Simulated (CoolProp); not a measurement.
Dimethyl carbonate along the isobar 1.42 MPa: fugacity coefficient from the reference equation and from simpler models built on Tc = 283.9 °C, pc = 4.909 MPa, ω = 0.346; each cubic takes its own stable root.

Model: reference Helmholtz-energy equation of state, Zhou 2011, in CoolProp.

| T (°C) | phase | reference | van der Waals | Redlich-Kwong | Soave-Redlich-Kwong | Peng-Robinson |
|---|---|---|---|---|---|---|
| 249.35 | gas | 0.8793 | 0.9003 | 0.8835 | 0.8791 | 0.8689 |
| 254.55 | gas | 0.8831 | 0.9027 | 0.8868 | 0.8831 | 0.8729 |
| 259.65 | gas | 0.8867 | 0.9049 | 0.8899 | 0.8869 | 0.8768 |
| 264.85 | gas | 0.8903 | 0.9071 | 0.8929 | 0.8906 | 0.8806 |
| 270.05 | gas | 0.8937 | 0.9092 | 0.8958 | 0.8942 | 0.8842 |
| 275.15 | gas | 0.8969 | 0.9113 | 0.8986 | 0.8976 | 0.8876 |
| 280.35 | gas | 0.9000 | 0.9133 | 0.9013 | 0.9009 | 0.8910 |
| 285.55 | gas | 0.9030 | 0.9152 | 0.9039 | 0.9041 | 0.8943 |
| 290.65 | gas | 0.9058 | 0.9171 | 0.9064 | 0.9072 | 0.8974 |
| 295.85 | gas | 0.9086 | 0.9189 | 0.9089 | 0.9102 | 0.9005 |
| 301.05 | gas | 0.9113 | 0.9207 | 0.9113 | 0.9131 | 0.9034 |
| 306.15 | gas | 0.9139 | 0.9224 | 0.9135 | 0.9158 | 0.9062 |
| 311.35 | gas | 0.9164 | 0.9241 | 0.9158 | 0.9185 | 0.9090 |
| 316.55 | gas | 0.9188 | 0.9258 | 0.9179 | 0.9211 | 0.9117 |
| 321.65 | gas | 0.9211 | 0.9273 | 0.9200 | 0.9236 | 0.9142 |
| 326.85 | gas | 0.9234 | 0.9289 | 0.9220 | 0.9260 | 0.9167 |
